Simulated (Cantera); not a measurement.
Cantera with NASA thermochemical tables; ideal gases at 1 bar, condensed phases pure. Values are per mole of reaction as written; species without (g) are pure solids or liquids, kept so even where they would boil at 1 bar.

6 C2H4(g) + 3 TiCl4 → 3 Ti + 2 C6H6(g) + 12 HCl(g)

| T (K) | ΔH° (kJ) | ΔS° (J/K) | ΔG° (kJ) | log10 K |
|---|---|---|---|---|
| 300 | (withheld) | (withheld) | (withheld) | (withheld) |
| 400 | (withheld) | (withheld) | (withheld) | (withheld) |
| 425 | (withheld) | (withheld) | (withheld) | (withheld) |
| 450 | 1140.2 | 758.3 | 798.9 | -92.74 |
| 475 | 1137.6 | 752.8 | 780.0 | -85.78 |
| 500 | (withheld) | (withheld) | (withheld) | (withheld) |
| 525 | 1132.4 | 742.3 | 742.7 | -73.89 |

Question: What belongs in the gaps?

Answer: 
- 300, ΔH° (kJ): 1155.4
- 300, ΔS° (J/K): 799.5
- 300, ΔG° (kJ): 915.6
- 300, log10 K: -159.41
- 400, ΔH° (kJ): 1145.2
- 400, ΔS° (J/K): 770.2
- 400, ΔG° (kJ): 837.1
- 400, log10 K: -109.32
- 425, ΔH° (kJ): 1142.7
- 425, ΔS° (J/K): 764.1
- 425, ΔG° (kJ): 818.0
- 425, log10 K: -100.53
- 500, ΔH° (kJ): 1135.0
- 500, ΔS° (J/K): 747.4
- 500, ΔG° (kJ): 761.3
- 500, log10 K: -79.53
